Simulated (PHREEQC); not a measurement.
A solution holds 0.013 mol Cu(NO3)2 and 0.00062 mol FeCl3 per kg of water, at 25 °C. Closed to the air; pH follows from the charge balance.

Model: ion-association model, phreeqc.dat, run in PHREEQC.

This is a speciation only: nothing precipitates in the calculation.

Question: Order these Fe species by the share of Fe that they hold, largest first: FeOH+2, Fe+3, Fe(OH)2+, Fe2(OH)2+4, Fe3(OH)4+5.

Answer: FeOH+2 (62 %), Fe(OH)2+ (20 %), Fe+3 (11 %), Fe2(OH)2+4 (5.8 %), Fe3(OH)4+5 (1.0 %)

The pH is 3.23 and the ionic strength 0.0415 mol/kgw. Saturation is exceeded, for instance for Hematite (slow to form), Goethite (slow to form); the values hold only as long as no solid forms.
